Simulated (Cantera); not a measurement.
**Low-pressure radical oxidation in H2/O2**

An isothermal, constant-pressure homogeneous reactor starts with 28.6 % H2, 71.4 % O2, equivalence ratio 0.20, at 1098 K and 20.0 Torr.

Computed with Cantera and the H2/O2 subset of GRI-Mech 3.0, which has no nitrogen chemistry. Radical loss at walls, strong at low pressure, is not modelled. The temperature is held fixed by assumption; the heat of reaction is taken as removed at once.

| t (s) | x H2 | x O2 | x HO2 | x H2O2 | x H |
|---|---|---|---|---|---|
| 2.00e-5 | 0.286 | 0.714 | 9.10e-10 | <1e-12 | 8.68e-10 |
| 7.06e-5 | 0.286 | 0.714 | 3.24e-9 | 2.00e-12 | 4.61e-9 |
| 0.000249 | 0.286 | 0.714 | 1.40e-8 | 2.69e-11 | 2.09e-7 |
| 0.000879 | 0.206 | 0.676 | 1.39e-5 | 5.68e-7 | 0.0397 |
| 0.00310 | 0.00766 | 0.643 | 3.08e-5 | 1.40e-6 | 0.0219 |
| 0.0110 | 0.000444 | 0.665 | 1.37e-5 | 1.14e-6 | 0.000222 |
| 0.0387 | 2.60e-5 | 0.666 | 1.94e-6 | 3.56e-7 | 3.53e-6 |
| 0.136 | 2.77e-6 | 0.667 | 3.01e-7 | 1.03e-7 | 1.63e-7 |
| 0.482 | 4.74e-7 | 0.667 | 6.28e-8 | 3.12e-8 | 1.37e-8 |
| 1.70 | 1.04e-7 | 0.667 | 1.62e-8 | 9.41e-9 | 1.54e-9 |
| 6.00 | 2.61e-8 | 0.667 | 6.20e-9 | 2.81e-9 | 2.01e-10 |
x: mole fraction; the columns are a selection and need not sum to one.

Equilibrium at this temperature and pressure: H2 3.16e-9, O2 0.667, HO2 6.81e-9, H2O2 3.93e-10, H 8.57e-12 (gas phase only).
